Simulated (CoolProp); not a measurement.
The numbers come from the reference Helmholtz-energy equation of state, Akasaka 2015 in CoolProp.

Q: Give the vapour pressure (MPa), enthalpy of vaporisation (kJ/kg), surface tension (mN/m), vapour viscosity (µPa s) of saturated R245fa at 361.3, 370.5 K.

A: 
```tsv
T (K)	p (MPa)	enthalpy of vaporisation (kJ/kg)	surface tension (mN/m)	vapour viscosity (µPa s)
361.3	0.963	147	5.96	14.8
370.5	1.19	138	4.94	15.4
```

Viscosity comes from a separate model (Bell 2016), an estimate that may be off by 10 % or more. Surface tension comes from a separate correlation (Mulero 2012).
